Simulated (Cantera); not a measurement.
Charge: 1 mol Fe(CO)5, 1.6 mol CO, 0.35 mol H2, at 1523.15 K and 2.00 bar.

Equilibrium computed with Cantera from the NASA thermochemical tables; the gas is ideal and each condensed phase is pure. Candidate condensed phases: C, C6H6, C7H8, C8H18, Fe, Fe(CO)5, FeO, Fe(OH)2, Fe(OH)3, Fe2O3, Fe3O4, H2O; 114 gas species. Iron dissolves carbon and melts from about 1420 K in contact with it, which pure phases cannot show. Condensed phases not in the tables: cementite and carbon dissolved in iron. Equilibrium is a limit: real reactors are often held back by kinetics, nucleation or transport.

Base state: CO 0.949, H2 0.0503, CO2 0.000977, H2O 0.000139, CH4 1.16e-5 (mole fractions); condensed: C(graphite) + Fe(γ).

### Question
What changes in the equilibrium state with this change: Fe(CO)5 replaced by Pb?

### Answer
```
species             before     after
----------------  --------  --------
CO                   0.949     0.807
H2                  0.0503     0.176
Pb                       0    0.0153
CH4                1.16e-5  0.000143
H2O               0.000139  0.000415
C(graphite), mol   0.00766   0.00193
Fe(γ), mol           1.000         0
Pb(l), mol               0     0.970
```
Further candidate phases: Pb, PbO, PbO2, Pb3O4.
